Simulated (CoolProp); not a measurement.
Model: reference Helmholtz-energy equation of state, Bücker 2006, in CoolProp.

Q: For n-butane, give the phase and the Z, speed of sound (m/s), isothermal compressibility (1/MPa), viscosity (µPa s) at 90.25 °C and 2380 kPa; 195.05 °C and 2380 kPa; 236.95 °C and 2380 kPa.

A: 
- 90.25 °C and 2380 kPa: liquid; Z 0.0935, speed of sound 572, isothermal compressibility 0.00918, viscosity 88.5
- 195.05 °C and 2380 kPa: gas; Z 0.830, speed of sound 227, isothermal compressibility 0.518, viscosity 12.3
- 236.95 °C and 2380 kPa: gas; Z 0.881, speed of sound 249, isothermal compressibility 0.481, viscosity 13.2

Viscosity comes from a separate model (Vogel 1999).
